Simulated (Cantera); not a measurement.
Cantera run:

```python
import numpy as np
import cantera as ct

gas_names = """
    CL CL2 H HCL H2 N NH NH2 NH3 N2 N2H2 N2H4 Si SiCL SiCL2 SiCL3 SiCL4 SiH SiHCL3 SiH2 SiH2CL2 SiH3
    SiH3CL SiH4 SiN Si2 Si2N Si3
""".split()
cond_names = """
    NH4CL(a) NH4CL(b) Si(cr) Si(L) Si3N4(a)
""".split()


# ... load() reads the species with a 1 bar reference pressure and builds the phases ...
atoms = {
    'SiH4': {'Si': 1, 'H': 4},
    'Cl2': {'CL': 2},
    'N2': {'N': 2},
}
top_T = {'Si3N4(a)': 2400}  # K; cautious upper limits of use, not melting points


# ... equilibrate(T, P, feed) seeds the gas with the atoms and calls Mixture.equilibrate('TP', solver="vcs", rtol=1e-11, max_steps=5000) ...
results = []
feed = {'SiH4': 1, 'Cl2': 0.0099, 'N2': 240}  # mol
T = 1748  # K
P = 130  # Pa
mix = equilibrate(T, P, feed)
results.append((T, P, feed, dict(zip(mix.species_names, mix.species_moles))))
print(gas.report(threshold=0.0001))
for i in range(1, mix.n_phases):
    print(f"{mix.phase(i).name:16s} {mix.phase_moles(i):12.5e} mol")
```

Result:

```
       temperature   1748 K
          pressure   130 Pa
           density   0.00024862 kg/m^3
  mean mol. weight   27.796 kg/kmol
   phase of matter   gas

                          1 kg             1 kmol
                     ---------------   ---------------
          enthalpy        1.7155e+06        4.7684e+07  J
   internal energy        1.1927e+06        3.3151e+07  J
           entropy             10879         3.024e+05  J/K
    Gibbs function       -1.7301e+07        -4.809e+08  J
 heat capacity c_p            1274.6             35429  J/K
 heat capacity c_v             975.5             27114  J/K

                      mass frac. Y      mole frac. X     chem. pot. / RT
                     ---------------   ---------------   ---------------
                 H        2.0468e-05        0.00056439           -15.271
                H2        0.00057534         0.0079325           -30.542
                N2           0.99802           0.99024           -33.151
                Si         0.0011312         0.0011196           -5.0936
     [  +24 minor]          0.000255        0.00014813

Si(L)             6.99954e-01 mol
Si3N4(a)          0.00000e+00 mol
```

These are equilibrium values from Cantera (NASA tables, ideal gas, pure condensed phases), not measurements of a reactor. The tables' values for SiN are old estimates; treat these amounts as uncertain.
